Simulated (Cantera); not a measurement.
A closed system holds: 1 mol V, 20 mol N2O, 2.1 mol H2, 0.14 mol O2, at 2.90 Pa.

These are equilibrium values from Cantera (NASA tables, ideal gas, pure condensed phases), not measurements of a reactor. Candidate condensed phases: H2O, V, VN, VO, V2O3, V2O4, V2O5; 28 gas species. The numbers say what is thermodynamically allowed, not how fast it happens.

At 2200 °C, list the 4 most abundant gas species with their mole fractions, and the condensed phases.

N2 0.471, O 0.375, H 0.0951, O2 0.0254. Condensed: gas only.
